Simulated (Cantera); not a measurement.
Input: 1 mol N2O, 0.017 mol SO2, held at 82.5 Torr.

Method: chemical equilibrium by Gibbs-energy minimisation in Cantera with the NASA 1993 tables (ideal gas, pure condensed phases). Candidate condensed phases: S; 17 gas species. The numbers say what is thermodynamically allowed, not how fast it happens. All values below are at 2500 K.

Base state: N2 0.639, O2 0.301, NO 0.0248, O 0.0240, SO2 0.0107, SO 0.000328 (mole fractions); condensed: gas only.

Q: What changes in the equilibrium state with this change: pressure from 82.5 Torr to 1050 Torr?

A: 
```tsv
species	before	after
N2	0.639	0.644
O2	0.301	0.312
NO	0.0248	0.0254
O	0.0240	0.00685
SO2	0.0107	0.0111
SO3	3.61e-6	1.35e-5
NO2	8.81e-6	3.27e-5
SO	0.000328	9.31e-5
```
